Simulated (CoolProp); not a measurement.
n-perfluorohexane along the isobar 373 kPa: fugacity coefficient from the reference equation and from simpler models built on Tc = 448.0 K, pc = 1742 kPa, ω = 0.497; each cubic takes its own stable root.

The numbers come from the reference Helmholtz-energy equation of state, Gao 2022 in CoolProp.

```csv
T (K),phase,reference,van der Waals,Redlich-Kwong
297.4,liquid,0.07662,0.6369,0.2486
308.3,liquid,0.1198,0.7513,0.3354
319.2,liquid,0.1798,0.8592,0.4399
330.1,liquid,0.2597,0.8697,0.5626
341,liquid,0.3629,0.8792,0.7035
351.9,liquid,0.4919,0.8877,0.8575
362.8,liquid,0.6488,0.8954,0.8691
373.7,liquid,0.8346,0.9024,0.8795
384.6,gas,0.8725,0.9088,0.8889
395.5,gas,0.8845,0.9147,0.8973
406.4,gas,0.8951,0.9200,0.9048
417.3,gas,0.9044,0.9249,0.9117
428.2,gas,0.9128,0.9294,0.9180
439.1,gas,0.9202,0.9336,0.9237
450,gas,0.9269,0.9374,0.9289
```

At some of these states van der Waals, Redlich-Kwong gives the other phase, because its saturation line lies elsewhere.
